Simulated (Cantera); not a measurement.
Cantera with NASA thermochemical tables; ideal gases at 1 bar, condensed phases pure. Values are per mole of reaction as written; species without (g) are pure solids or liquids, kept so even where they would boil at 1 bar.

CF₃(g) ⇌ F(g) + CF₂(g), with ΔH° = 367.7 kJ and ΔS° = 134.6 J/K at 300 K.

How far is the shortcut ΔG° ≈ ΔH°(300 K) − T·ΔS°(300 K) from the full temperature-dependent value at 723, 873, 1023, 1173, 1323, 1473, 1623, 1773, 1923, 2073 K?


```
T (K)  shortcut (kJ)  full (kJ)  difference (kJ)  difference in log10 K
-----  -------------  ---------  ---------------  ---------------------
723            270.4      268.7              1.7                  -0.12
873            250.2      247.7              2.5                  -0.15
1023           230.0      226.7              3.4                  -0.17
1173           209.8      205.7              4.2                  -0.19
1323           189.7      184.7              5.0                  -0.20
1473           169.5      163.7              5.7                  -0.20
1623           149.3      142.8              6.5                  -0.21
1773           129.1      122.0              7.1                  -0.21
1923           108.9      101.1              7.8                  -0.21
2073            88.7       80.4              8.4                  -0.21
```
The shortcut ignores the heat-capacity change of the reaction.
